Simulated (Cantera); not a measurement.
A closed system holds: 1 mol NaCl, 1.1 mol H2, equilibrated at 677 °C and 0.560 bar.

Method: chemical equilibrium by Gibbs-energy minimisation in Cantera with the NASA 1993 tables (ideal gas, pure condensed phases). Candidate condensed phases: Na, NaCl; 10 gas species. Rates play no part.

Base state: H2 1.000, NaCl 2.78e-5 (mole fractions); condensed: NaCl(s).

Question: What changes in the equilibrium state with this change: temperature from 677 °C to 1525 °C?

Answer: 
```json
[
 {"species": "H2", "before": "1.000", "after": "0.523"},
 {"species": "NaCl", "before": "2.78e-5", "after": "0.431"},
 {"species": "Na2Cl2", "before": "9.68e-6", "after": "0.0189"},
 {"species": "HCl", "before": "3.62e-7", "after": "0.0132"},
 {"species": "Na", "before": "3.61e-7", "after": "0.0131"},
 {"species": "H", "before": "<1e-9", "after": "0.000341"},
 {"species": "NaH", "before": "<1e-9", "after": "4.67e-5"},
 {"species": "NaCl(s), mol", "before": "1.000", "after": "0"}
]
```
